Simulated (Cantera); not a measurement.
A Cantera script and what it prints.

```python
import numpy as np
import cantera as ct

gas_names = """
    H HO2 H2 H2O H2O2 O OH O2 O3
""".split()
cond_names = """
    H2O(s) H2O(L)
""".split()


# ... load() reads the species with a 1 bar reference pressure and builds the phases ...
atoms = {
    'H2O': {'H': 2, 'O': 1},
    'O2': {'O': 2},
}
top_T = {}  # K; cautious upper limits of use, not melting points


# ... equilibrate(T, P, feed) seeds the gas with the atoms and calls Mixture.equilibrate('TP', solver="vcs", rtol=1e-11, max_steps=5000) ...
results = []
feed = {'H2O': 1, 'O2': 0.05}  # mol
P = 210000  # Pa
for T in [2648, 2723, 2798, 2873, 2948, 3023, 3098, 3173, 3248]:
    mix = equilibrate(T, P, feed)
    results.append((T, P, feed, dict(zip(mix.species_names, mix.species_moles))))

top = {s: max(r[3][s] / sum(r[3][g] for g in gas_names) for r in results) for s in gas_names}
cols = sorted((s for s in top if top[s] > 0.0001), key=lambda s: -top[s])[:6]
seen = [c for c in cond_names if any(r[3].get(c, 0) > 1e-12 for r in results)]
print("log10 of partial pressures in bar; condensed amounts in mol")
print(f"{'T/K':>10s}" + "".join(f"{s[:9]:>10s}" for s in cols + seen))
for T, P, feed, n in results:
    ng = sum(n[g] for g in gas_names)
    print(f"{T:10.4g}" + "".join(f"{np.log10(max(n[s] / ng * P / 1e5, 1e-99)):10.3f}" for s in cols)
          + "".join(f"{n.get(c, 0):10.4g}" for c in seen))
```

Output:

```
log10 of partial pressures in bar; condensed amounts in mol
       T/K       H2O        H2        OH         H        O2         O
      2648     0.261    -1.186    -1.092    -1.925    -0.969    -2.024
      2723     0.249    -1.070    -1.006    -1.743    -0.952    -1.877
      2798     0.233    -0.965    -0.926    -1.573    -0.933    -1.735
      2873     0.215    -0.871    -0.852    -1.414    -0.913    -1.600
      2948     0.192    -0.788    -0.783    -1.266    -0.892    -1.471
      3023     0.165    -0.714    -0.720    -1.128    -0.872    -1.348
      3098     0.133    -0.650    -0.663    -1.000    -0.853    -1.231
      3173     0.097    -0.595    -0.613    -0.881    -0.836    -1.121
      3248     0.054    -0.548    -0.570    -0.770    -0.823    -1.016
```

Cantera equilibrium calculation (NASA polynomials, part measured and part estimated; ideal gas, pure solids and liquids).
